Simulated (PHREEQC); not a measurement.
A made-up water analysis in mg/kgw, 25 °C, pH 1.86, pe 9.8:

| constituent | mg/kgw |
|---|---|
| Na | 9.44 |
| K | 45.1 |
| Ca | 99.1 |
| Mg | 8.43 |
| Cl | 34.6 |
| S(6) as SO4 | 1630 |
| Cu(2) | 2.21 |
| Zn | 0.361 |
| Mn(2) | 0.57 |

Na is adjusted to close the charge balance.
Valence states are taken as typed.

The numbers come from PHREEQC with the ion-association model, phreeqc.dat.

This is a speciation only: nothing precipitates in the calculation.

### Question
What ionic strength, specific conductance does the model give?

### Answer
ionic strength 0.0367 mol/kgw; specific conductance 6890 µS/cm.

### Question
In which forms is Cu present?

### Answer
Cu+2 68 %, CuSO4 32 % of the Cu.
